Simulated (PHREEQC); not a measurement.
Solution (25 °C): 0.015 mol Cu(NO3)2, 9.7e-05 mol HCl and 0.0002 mol Na2SO4 per kg of water. Closed to the air; pH follows from the charge balance.

The numbers come from PHREEQC with the ion-association model, phreeqc.dat.

```
quantity               before     after
-------------------  --------  --------
pH                       4.07      4.03
SO4-2 (mol/kgw)      0.000117  0.000198
HSO4- (mol/kgw)       5.53e-7   1.63e-6
NaSO4- (mol/kgw)      1.11e-7   3.52e-7
SI of Halite (NaCl)     -9.16     -9.01
```

Which change was made?
A) 0.00029 mol/kgw LiNO3 added
B) temperature from 25 to 50 °C
C) Cu(NO3)2 from 0.015 to 0.075 mol/kgw
D) temperature from 25 to 70 °C
E) Cu(NO3)2 left out

E, Cu(NO3)2 left out

This is a speciation only: nothing precipitates in the calculation.
